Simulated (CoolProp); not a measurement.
Saturated liquid density (kg/m³) of o-xylene: the reference equation beside estimates from Tc = 630.3 K, pc = 3.737 MPa, ω = 0.312. Rackett uses Z = 0.29056 − 0.08775 ω.

The numbers come from the reference Helmholtz-energy equation of state, Zhou 2012 in CoolProp.

| T (K) | reference | Rackett | van der Waals | Redlich-Kwong |
|---|---|---|---|---|
| 340.2 | 840.0 | 838.3 | 485.1 | 718.3 |
| 358.7 | 823.8 | 821.7 | 476.3 | 703.5 |
| 377.2 | 807.3 | 804.7 | 467.2 | 687.9 |
| 395.7 | 790.2 | 787.1 | 457.7 | 671.4 |
| 414.3 | 772.6 | 768.9 | 447.6 | 653.9 |
| 432.8 | 754.4 | 750.0 | 437.1 | 635.3 |
| 451.3 | 735.4 | 730.4 | 426.1 | 615.7 |
| 469.8 | 715.5 | 709.8 | 414.3 | 594.7 |
| 488.3 | 694.4 | 688.1 | 401.8 | 572.2 |
| 506.8 | 671.8 | 665.0 | 388.3 | 547.9 |

Absolute difference from the reference over all 10 rows, mean and median: Rackett 0.6 and 0.5 %, van der Waals 42.1 and 42.1 %, Redlich-Kwong 15.9 and 15.6 %.
